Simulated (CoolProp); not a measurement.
Vapour-liquid equilibrium of methanol (1) + water (2) at 308.4 K; x and y are mole fractions of (1).

The numbers come from the multi-fluid Helmholtz-energy mixture model, de Reuck 1993 and Wagner 2002; pair parameters Bell 2016 in CoolProp.

```
x     bubble pressure, mixture model (MPa)  bubble pressure, Raoult's law (MPa)  y, mixture model  y, Raoult's law
----  ------------------------------------  -----------------------------------  ----------------  ---------------
0.05                              0.007860                             0.006840             0.301            0.207
0.2                                0.01293                              0.01024             0.632            0.554
0.35                               0.01666                              0.01364             0.755            0.728
0.5                                0.01963                              0.01703             0.826            0.832
0.65                               0.02226                              0.02043             0.881            0.902
0.8                                0.02481                              0.02383             0.931            0.952
0.95                               0.02745                              0.02723             0.982            0.990
```

The largest gap from Raoult's law is +26.3 % in bubble pressure, at x = 0.2. No azeotrope shows between x = 0.05 and 0.95.

Pair parameters are fitted to limited data, so mixtures are less certain than the pure fluids.
